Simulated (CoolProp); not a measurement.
R123 along the isotherm 500 K: fugacity coefficient from the reference equation and from simpler models built on Tc = 456.8 K, pc = 36.62 bar, ω = 0.282; each cubic takes its own stable root.

Model: reference Helmholtz-energy equation of state, Younglove 1994, in CoolProp. It is a modified Benedict-Webb-Rubin equation, recast in Helmholtz form.

```tsv
p (bar)	phase	reference	Redlich-Kwong	Soave-Redlich-Kwong	Peng-Robinson
22.9	gas	0.8490	0.8421	[?]	0.8330
45.8	supercritical	0.7052	0.6927	0.7111	0.6841
68.7	supercritical	[?]	0.5595	0.5879	0.5585
91.5	supercritical	0.4824	[?]	0.5053	0.4752
114	supercritical	0.4269	[?]	0.4540	0.4229
137	supercritical	0.3896	0.3913	[?]	0.3871
160	supercritical	0.3643	0.3686	[?]	0.3625
183	supercritical	0.3468	0.3530	0.3806	0.3450
```

Q: What belongs in the gaps?

A: 
- 22.9, Soave-Redlich-Kwong: 0.8506
- 68.7, reference: 0.5727
- 91.5, Redlich-Kwong: 0.4759
- 114, Redlich-Kwong: 0.4251
- 137, Soave-Redlich-Kwong: 0.4196
- 160, Soave-Redlich-Kwong: 0.3964
